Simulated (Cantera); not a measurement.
Standard-state values (1 bar) from the NASA 1993 polynomials, evaluated with Cantera. Values are per mole of reaction as written; species without (g) are pure solids or liquids, kept so even where they would boil at 1 bar.

Problem. Between 300 and 1073 K, where is each reaction favourable under standard conditions?
- 4 H₂O(g) + Cr₂N ⇌ Cr₂O₃ + NO(g) + 8 H(g)

Solution. 
- 4 H₂O(g) + Cr₂N ⇌ Cr₂O₃ + NO(g) + 8 H(g): ΔG° is 1677 kJ at 300 K and 1318 kJ at 1073 K; it stays positive (K < 1). ΔH° is 1861 kJ and ΔS° 506 J/K at 1073 K.
